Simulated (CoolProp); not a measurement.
Properties of diethyl ether along the isotherm 367.6 K.

Computed with CoolProp (reference Helmholtz-energy equation of state, Thol 2014).

```tsv
p (MPa)	phase	Z	cp (kJ/(kg K))	cv (kJ/(kg K))	isothermal compressibility (1/MPa)	expansivity (1/kK)
0.558	gas	0.8590	2.121	1.866	2.150	(withheld)
1.12	liquid	0.04385	2.625	(withheld)	0.005090	2.429
1.67	liquid	0.06521	2.616	1.934	0.004920	2.382
2.23	liquid	0.08684	2.608	1.931	0.004759	(withheld)
2.79	liquid	0.1084	2.601	1.929	(withheld)	2.294
3.35	liquid	0.1298	(withheld)	1.927	0.004472	(withheld)
3.9	liquid	0.1507	2.588	1.925	(withheld)	2.217
4.46	liquid	0.1719	2.581	1.923	0.004225	2.182
5.02	liquid	0.1931	2.575	1.921	0.004112	2.148
5.58	liquid	0.2141	2.570	1.919	0.004005	2.116
```

Q: Some entries are withheld; supply them.

A: 
- 0.558, expansivity (1/kK): 4.842
- 1.12, cv (kJ/(kg K)): 1.936
- 2.23, expansivity (1/kK): 2.336
- 2.79, isothermal compressibility (1/MPa): 0.004611
- 3.35, cp (kJ/(kg K)): 2.594
- 3.35, expansivity (1/kK): 2.254
- 3.9, isothermal compressibility (1/MPa): 0.004346
